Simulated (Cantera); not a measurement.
A closed system holds: 1 mol SrCl2, 5.5 mol H2, at 6100 Pa.

These are equilibrium values from Cantera (NASA tables, ideal gas, pure condensed phases), not measurements of a reactor. Candidate condensed phases: Sr, SrCl2; 8 gas species. The numbers say what is thermodynamically allowed, not how fast it happens.

Q: Which condensed phases are stable at each of these points (T (°C)): 377, 527, 677, 827, 977, 1127, 1277, 1427, 1577?

A: 
```tsv
T (°C)	condensed phases	Sr condensed (%)
377	SrCl2(s)	100.0
527	SrCl2(s)	100.0
677	SrCl2(s)	100.0
827	SrCl2(s)	100.0
977	SrCl2(l)	100.0
1127	SrCl2(l)	99.2
1277	SrCl2(l)	91.3
1427	SrCl2(l)	34.1
1577	gas only	0.0
```

From 377 °C to 827 °C the condensed part is SrCl2(s). From 977 °C to 1427 °C the condensed part is SrCl2(l). At 1577 °C nothing is condensed.
